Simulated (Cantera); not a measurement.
A Cantera script and what it prints.

```python
import numpy as np
import cantera as ct

gas_names = """
    O2 CO2
""".split()
cond_names = """
    Mg(cr) MgCO3(s) MgO(s)
""".split()


# ... load() reads the species with a 1 bar reference pressure and builds the phases ...
species = {s.name: s for s in load("nasa_gas.yaml", gas_names) + load("nasa_condensed.yaml", cond_names)}
T = 625
g = {n: (s.thermo.h(T) - T * s.thermo.s(T)) / (ct.gas_constant * T * np.log(10)) for n, s in species.items()}
valid = cond_names  # the entries whose range holds T


def stable(la, lb):
    # potentials (over RT ln 10) of the two non-metals from log10 p(O2) and log10 p(CO2) in bar
    mu = {}
    mu["O"] = (g["O2"] + la) / 2
    mu["C"] = (g["CO2"] + lb - 2 * mu["O"]) / 1
    cost = {}
    for n in valid:
        c = species[n].composition
        cost[n] = (g[n] - sum(c.get(e, 0) * m for e, m in mu.items())) / c["Mg"]
    return min(cost, key=cost.get)


results = []
for lb in [1, -2.2, -5.4, -8.6, -11.8, -15, -18.2, -21.4, -24.6, -27.8, -31]:
    row = [stable(la, lb) for la in [-53, -48.9, -44.8, -40.8, -36.7, -32.6, -28.5, -24.5, -20.4, -16.3, -12.2, -8.2, -4.1, 0]]
    results.append(row)
    print(f"{lb:6.1f}  " + " ".join(f"{valid.index(n):x}" for n in row))
print("key: " + ", ".join(f"{i:x} {n}" for i, n in enumerate(valid)))
```

Result:

```
   1.0  1 1 1 1 1 1 1 1 1 1 1 1 1 1
  -2.2  2 2 2 2 2 2 2 2 2 2 2 2 2 2
  -5.4  2 2 2 2 2 2 2 2 2 2 2 2 2 2
  -8.6  2 2 2 2 2 2 2 2 2 2 2 2 2 2
 -11.8  2 2 2 2 2 2 2 2 2 2 2 2 2 2
 -15.0  2 2 2 2 2 2 2 2 2 2 2 2 2 2
 -18.2  2 2 2 2 2 2 2 2 2 2 2 2 2 2
 -21.4  2 2 2 2 2 2 2 2 2 2 2 2 2 2
 -24.6  2 2 2 2 2 2 2 2 2 2 2 2 2 2
 -27.8  2 2 2 2 2 2 2 2 2 2 2 2 2 2
 -31.0  2 2 2 2 2 2 2 2 2 2 2 2 2 2
key: 0 Mg(cr), 1 MgCO3(s), 2 MgO(s)
```

Standard-state values (1 bar) from the NASA 1993 polynomials, evaluated with Cantera. Part of the grid cannot be reached: there another gas would pass 10 bar, or a non-metal would condense.
